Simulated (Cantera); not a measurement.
A perfectly stirred reactor is fed with 3.05 % C₂H₄, 15.2 % O₂, 76.5 % N₂, 5.18 % CO₂, equivalence ratio 0.60, at 12.0 bar; it is adiabatic with a 575 K inlet, and is followed from long to short residence time, starting on the burning branch (τ in s: 0.27, 0.1, 0.039, 0.015, 0.0056, 0.0021, 0.00081, 0.00031, 0.00012, 4.4e-05, 1.7e-05).

Model: GRI-Mech 3.0 (53 species, 325 reactions), integrated in Cantera. GRI-Mech 3.0 was tuned for natural gas; its chemistry of ethylene as a main component is partial and can be far from experiment. The pressure lies above the range GRI-Mech 3.0 was tuned for (to about 10 atm).

### Question
Predict: blow-out, bracketed by the residence times tried; x(C₂H₄) at τ = 0.270 s; x(O₂) at τ = 0.270 s; x(CO₂) at τ = 0.270 s; x(OH) at τ = 0.270 s; x(CH₂O) at τ = 0.270 s; x(C₂H₄) at τ = 2.10 ms; x(O₂) at τ = 2.10 ms; x(CO₂) at τ = 2.10 ms; x(OH) at τ = 2.10 ms; x(CH₂O) at τ = 2.10 ms.

### Answer
- blow-out, bracketed by the residence times tried: burning at 0.310 ms, out at 0.120 ms
- x(C₂H₄) at τ = 0.270 s: 1.75e-6
- x(O₂) at τ = 0.270 s: 0.0610
- x(CO₂) at τ = 0.270 s: 0.113
- x(OH) at τ = 0.270 s: 0.000139
- x(CH₂O) at τ = 0.270 s: 9.44e-8
- x(C₂H₄) at τ = 2.10 ms: 5.20e-5
- x(O₂) at τ = 2.10 ms: 0.0620
- x(CO₂) at τ = 2.10 ms: 0.110
- x(OH) at τ = 2.10 ms: 0.000450
- x(CH₂O) at τ = 2.10 ms: 3.97e-6
